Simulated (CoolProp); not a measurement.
The fluid at 298.15 K and 0.933 MPa flows at 0.31 m/s in a round tube of 10 mm bore and 45 µm roughness, fully developed (64/Re and Nu = 3.66 if laminar; Colebrook and Gnielinski if turbulent). The same conditions are run with several fluids, on thermodynamics alone (safety and materials aside).

The numbers come from the reference Helmholtz-energy equation of state of each fluid (CF4 (R14): Platzer 1990; sulfur hexafluoride: Guder 2009; oxygen: Schmidt 1985; dry air: Lemmon 2000; R410A: Lemmon 2003) in CoolProp. The equations of Platzer and Polt are older, rougher fits. Blends and air are pseudo-pure fits.

```
fluid                Reynolds number  Darcy friction factor  pressure drop (Pa/m)  heat-transfer coefficient (W/(m² K))  mass flow (kg/h)
-------------------  ---------------  ---------------------  --------------------  ------------------------------------  ----------------
CF4 (R14)                       6010                 0.0406                  6.68                                  37.5        (withheld)
sulfur hexafluoride            12400             (withheld)                  10.7                                  63.6              5.44
oxygen                    (withheld)                 0.0353            (withheld)                                  9.78              1.06
dry air                   (withheld)             (withheld)                  1.84                                  9.71        (withheld)
R410A                           7400                 0.0390                  5.90                                  43.6              2.76
```

Task: Fill in the missing entries.

Result: 
- CF4 (R14), mass flow (kg/h): 3.01
- sulfur hexafluoride, Darcy friction factor: 0.0358
- oxygen, Reynolds number: 1810
- oxygen, pressure drop (Pa/m): 2.06
- dry air, Reynolds number: 1820
- dry air, Darcy friction factor: 0.0351
- dry air, mass flow (kg/h): 0.958

Transport values come from each fluid's own correlations; those of CF4 (R14) are estimates that may be off by 10 % or more.
